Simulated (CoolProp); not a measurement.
Properties of cyclopentane along the isotherm 550 K.

The numbers come from the reference Helmholtz-energy equation of state, Gedanitz 2015 in CoolProp.

| p (MPa) | phase | density (kg/m³) | cv (kJ/(kg K)) | Joule-Thomson coefficient (K/MPa) |
|---|---|---|---|---|
| 0.176 | gas | 2.729 | 2.245 | 5.684 |
| 0.353 | gas | 5.534 | 2.247 | 5.760 |
| 0.529 | gas | 8.387 | 2.250 | 5.838 |
| 0.705 | gas | 11.31 | 2.252 | 5.919 |
| 0.881 | gas | 14.30 | 2.255 | 6.003 |
| 1.06 | gas | 17.42 | 2.258 | 6.092 |
| 1.23 | gas | 20.46 | 2.260 | 6.180 |
| 1.41 | gas | 23.76 | 2.263 | 6.277 |
| 1.59 | gas | 27.15 | 2.266 | 6.378 |
| 1.76 | gas | 30.45 | 2.269 | 6.477 |
| 1.94 | gas | 34.05 | 2.272 | 6.587 |
| 2.12 | gas | 37.75 | 2.276 | 6.701 |
| 2.29 | gas | 41.37 | 2.279 | 6.814 |
